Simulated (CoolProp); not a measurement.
Vapour-liquid equilibrium of methanol (1) + acetone (2) at 170.05 °C; x and y are mole fractions of (1).

Computed with CoolProp (multi-fluid Helmholtz-energy mixture model, de Reuck 1993 and Lemmon 2006; pair parameters Bell 2016).

```json
[
 {"x": "0.05", "bubble pressure (MPa)": "…", "y at the bubble point": "0.071", "dew pressure at overall composition x (MPa)": "1.704", "liquid density (mol/L)": "10.27"},
 {"x": "0.2", "bubble pressure (MPa)": "1.875", "y at the bubble point": "0.255", "dew pressure at overall composition x (MPa)": "1.829", "liquid density (mol/L)": "11.06"},
 {"x": "0.35", "bubble pressure (MPa)": "…", "y at the bubble point": "0.411", "dew pressure at overall composition x (MPa)": "1.953", "liquid density (mol/L)": "12.00"},
 {"x": "0.5", "bubble pressure (MPa)": "2.099", "y at the bubble point": "…", "dew pressure at overall composition x (MPa)": "2.066", "liquid density (mol/L)": "13.14"},
 {"x": "0.65", "bubble pressure (MPa)": "…", "y at the bubble point": "0.678", "dew pressure at overall composition x (MPa)": "2.155", "liquid density (mol/L)": "14.53"},
 {"x": "0.8", "bubble pressure (MPa)": "2.206", "y at the bubble point": "0.808", "dew pressure at overall composition x (MPa)": "2.204", "liquid density (mol/L)": "16.23"},
 {"x": "0.95", "bubble pressure (MPa)": "2.208", "y at the bubble point": "0.948", "dew pressure at overall composition x (MPa)": "2.208", "liquid density (mol/L)": "…"}
]
```

### Question
Complete the blanks.

### Answer

- 0.05, bubble pressure (MPa): 1.721
- 0.35, bubble pressure (MPa): 2.001
- 0.5, y at the bubble point: 0.549
- 0.65, bubble pressure (MPa): 2.168
- 0.95, liquid density (mol/L): 18.33

y crosses x between x = 0.8 and 0.95: the model has an azeotrope there.

Pair parameters are fitted to limited data, so mixtures are less certain than the pure fluids.
